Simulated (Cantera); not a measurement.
A closed system holds: 1 mol CuO, 1.4 mol HF, 0.095 mol O2, 1 mol F2, at 4.10 Pa.

Method: chemical equilibrium by Gibbs-energy minimisation in Cantera with the NASA 1993 tables (ideal gas, pure condensed phases). Candidate condensed phases: Cu, CuF2, CuO, Cu(OH)2, Cu2O, H2O; 27 gas species. Kinetics and transport are ignored.

x: gas mole fraction; n: condensed amount in mol.

```csv
T (°C),x HF,x CuF2,x O2,x F,x CuF,x O,x Cu,n CuF2(s)
450,0.702,2.03e-6,0.298,3.77e-10,1.86e-10,<1e-12,<1e-12,1.000
600,0.699,0.00338,0.297,1.31e-6,1.31e-6,1.62e-10,<1e-12,0.993
750,0.467,0.333,0.199,…,…,…,<1e-12,0
900,0.465,0.327,0.198,0.00485,0.00485,9.70e-7,4.52e-10,0
1050,0.452,0.291,0.192,0.0324,0.0324,1.82e-5,7.11e-8,0
1200,0.412,0.175,0.175,0.119,0.119,0.000182,4.01e-6,0
1350,0.366,…,0.155,…,…,…,…,0
1500,0.351,0.00689,0.146,0.246,0.242,0.00561,0.00165,0
1650,0.342,0.00114,0.135,0.258,0.228,0.0208,0.0149,0
```

### Question
Complete the blanks.

### Answer

- 1350, x CuF2: 0.0449
- 1350, x F: 0.217
- 1350, x CuF: 0.216
- 1350, x O: 0.00117
- 1350, x Cu: 0.000108
- 750, x F: 0.000390
- 750, x CuF: 0.000390
- 750, x O: 2.17e-8
